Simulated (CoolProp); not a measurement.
c-C4F8 (RC318) along the isobar 0.248 MPa: density (kg/m³) from the reference equation and from simpler models built on Tc = 388.4 K, pc = 2.778 MPa, ω = 0.355; each cubic takes its own stable root.

The numbers come from the reference Helmholtz-energy equation of state, Platzer 1990 in CoolProp. This equation is an older, rougher fit.

```json
[
 {"T (K)": "345.7", "phase": "gas", "reference": "18.08", "van der Waals": "17.91", "Soave-Redlich-Kwong": "18.11", "Peng-Robinson": "18.18"},
 {"T (K)": "357.6", "phase": "gas", "reference": "17.39", "van der Waals": "17.26", "Soave-Redlich-Kwong": "17.41", "Peng-Robinson": "17.48"},
 {"T (K)": "369.5", "phase": "gas", "reference": "16.75", "van der Waals": "16.66", "Soave-Redlich-Kwong": "16.77", "Peng-Robinson": "16.83"},
 {"T (K)": "381.3", "phase": "gas", "reference": "16.17", "van der Waals": "16.10", "Soave-Redlich-Kwong": "16.18", "Peng-Robinson": "16.24"},
 {"T (K)": "393.2", "phase": "gas", "reference": "15.62", "van der Waals": "15.58", "Soave-Redlich-Kwong": "15.64", "Peng-Robinson": "15.69"},
 {"T (K)": "405.1", "phase": "gas", "reference": "15.12", "van der Waals": "15.10", "Soave-Redlich-Kwong": "15.13", "Peng-Robinson": "15.18"},
 {"T (K)": "416.9", "phase": "gas", "reference": "14.65", "van der Waals": "14.64", "Soave-Redlich-Kwong": "14.66", "Peng-Robinson": "14.71"},
 {"T (K)": "428.8", "phase": "gas", "reference": "14.21", "van der Waals": "14.21", "Soave-Redlich-Kwong": "14.22", "Peng-Robinson": "14.26"},
 {"T (K)": "440.7", "phase": "gas", "reference": "13.80", "van der Waals": "13.81", "Soave-Redlich-Kwong": "13.80", "Peng-Robinson": "13.84"},
 {"T (K)": "452.5", "phase": "gas", "reference": "13.42", "van der Waals": "13.43", "Soave-Redlich-Kwong": "13.42", "Peng-Robinson": "13.46"},
 {"T (K)": "464.4", "phase": "gas", "reference": "13.05", "van der Waals": "13.07", "Soave-Redlich-Kwong": "13.05", "Peng-Robinson": "13.09"},
 {"T (K)": "476.3", "phase": "gas", "reference": "12.71", "van der Waals": "12.73", "Soave-Redlich-Kwong": "12.70", "Peng-Robinson": "12.74"},
 {"T (K)": "488.1", "phase": "gas", "reference": "12.38", "van der Waals": "12.41", "Soave-Redlich-Kwong": "12.38", "Peng-Robinson": "12.41"},
 {"T (K)": "500", "phase": "gas", "reference": "12.07", "van der Waals": "12.10", "Soave-Redlich-Kwong": "12.07", "Peng-Robinson": "12.10"}
]
```
